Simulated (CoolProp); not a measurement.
Saturation properties of normal hydrogen.

Values from CoolProp's reference Helmholtz-energy equation of state, Leachman 2009.

```
T (K)  p (bar)  liquid density (kg/m³)  vapour density (kg/m³)  liquid cp (kJ/(kg K))  liquid conductivity (mW/(m K))
-----  -------  ----------------------  ----------------------  ---------------------  ------------------------------
20      0.9072                   71.26                   1.206                  9.570                             104
21.3     1.320                   69.76                   1.694                  10.32                             104
22.5     1.808                   68.25                   2.260                  11.12                             104
23.8     2.466                   66.49                   3.023                  12.14                             103
25       3.210                   64.70                   3.894                  13.30                             102
26.3     4.180                   62.56                   5.060                  14.90                             101
27.5     5.242                   60.35                   6.398                  16.90                            99.5
28.7     6.481                   57.82                   8.074                  19.84                            97.5
30       8.043                   54.54                   10.44                  25.28                            94.6
31.2     9.711                   50.64                   13.51                  36.49                            91.5
32.5     11.80                   43.92                   19.28                  98.57                            90.7
```

It boils at 20.4 K under 1 atm.

Thermal conductivity comes from a separate model (Assael 2011).
